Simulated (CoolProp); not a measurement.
R152A along the isotherm 92.05 °C: Z from the reference equation and from simpler models built on Tc = 113.3 °C, pc = 4.517 MPa, ω = 0.275; each cubic takes its own stable root.

Computed with CoolProp (reference Helmholtz-energy equation of state, Outcalt 1996). It is a modified Benedict-Webb-Rubin equation, recast in Helmholtz form.

| p (MPa) | phase | reference | van der Waals | Redlich-Kwong |
|---|---|---|---|---|
| 0.847 | gas | ? | 0.9323 | 0.9206 |
| 1.69 | gas | 0.8060 | 0.8547 | ? |
| 2.54 | gas | 0.6742 | ? | 0.7174 |
| 3.39 | liquid | ? | 0.6175 | 0.1525 |
| 4.23 | liquid | 0.1326 | 0.2341 | 0.1795 |
| 5.08 | liquid | ? | ? | ? |
| 5.93 | liquid | ? | 0.3015 | 0.2342 |
| 6.78 | liquid | 0.2022 | 0.3357 | 0.2611 |

Problem. Some entries are withheld; supply them.

Solution. 
- 0.847, reference: 0.9096
- 1.69, Redlich-Kwong: 0.8300
- 2.54, van der Waals: 0.7586
- 3.39, reference: 0.1089
- 5.08, reference: 0.1561
- 5.08, van der Waals: 0.2674
- 5.08, Redlich-Kwong: 0.2070
- 5.93, reference: 0.1794

At some of these states van der Waals gives the other phase, because its saturation line lies elsewhere.
